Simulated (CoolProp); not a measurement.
o-xylene at several states: fugacity coefficient from the reference equation and from simpler models built on Tc = 630.3 K, pc = 3737 kPa, ω = 0.312; each cubic takes its own stable root.

Model: reference Helmholtz-energy equation of state, Zhou 2012, in CoolProp.

```tsv
T (K)	p (kPa)	phase	reference
394.1	1490	liquid	0.03604
491.7	330	gas	0.9225
588.8	167	gas	0.9792
```

Problem. How far does each simpler model (van der Waals, Redlich-Kwong, Soave-Redlich-Kwong, Peng-Robinson) lie from the reference over these 3 states: mean and median of the absolute difference, and the worst?

Solution. 
- van der Waals: mean 216.3 %, median 3.3 %, worst +645.0 % at 394.1 K and 1490 kPa
- Redlich-Kwong: mean 41.7 %, median 1.9 %, worst +122.9 % at 394.1 K and 1490 kPa
- Soave-Redlich-Kwong: mean 0.5 %, median 0.2 %, worst +1.2 % at 491.7 K and 330 kPa
- Peng-Robinson: mean 0.5 %, median 0.7 %, worst +0.8 % at 491.7 K and 330 kPa
